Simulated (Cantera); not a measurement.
Mixture: 9.31 % CH4, 0.615 % CO, 18.9 % O2, 71.2 % N2, equivalence ratio 1.0, at 1.00 atm, adiabatic and at constant volume. Ignition delay is the time to a rise of 400 K.

Model: GRI-Mech 3.0 (53 species, 325 reactions), integrated in Cantera.

Question: Predict: delay at 1123 K; delay at 1223 K; delay at 1323 K; delay at 1423 K; apparent activation energy between 1373 and 1473 K.

Answer: 
* **delay at 1123 K**: 0.147 s
* **delay at 1223 K**: 32.6 ms
* **delay at 1323 K**: 8.45 ms
* **delay at 1423 K**: 2.53 ms
* **apparent activation energy between 1373 and 1473 K**: 190 kJ/mol
